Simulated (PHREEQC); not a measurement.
Make-up at 35 °C: 0.0013 mol HF, 0.057 mol NH3 and 0.13 mol KCl per kg of water. Closed to the air; pH follows from the charge balance.

Equilibrium calculation in PHREEQC: ion-association model, phreeqc.dat.

```json
[
 {"quantity": "pH", "before": "10.50", "after": "10.43"},
 {"quantity": "ionic strength (mol/kgw)", "before": "0.132", "after": "0.00189"},
 {"quantity": "NH3 (mol/kgw)", "before": "0.0548", "after": "0.0551"},
 {"quantity": "NH4+ (mol/kgw)", "before": "0.00220", "after": "0.00189"}
]
```

Problem. What was changed between the two runs?
A. temperature from 35 to 10 °C
B. diluted 5-fold with water
C. KCl left out
D. HF from 0.0013 to 0.00117 mol/kgw
E. KCl from 0.13 to 0.65 mol/kgw

Solution. C, KCl left out

This is a speciation only: nothing precipitates in the calculation.
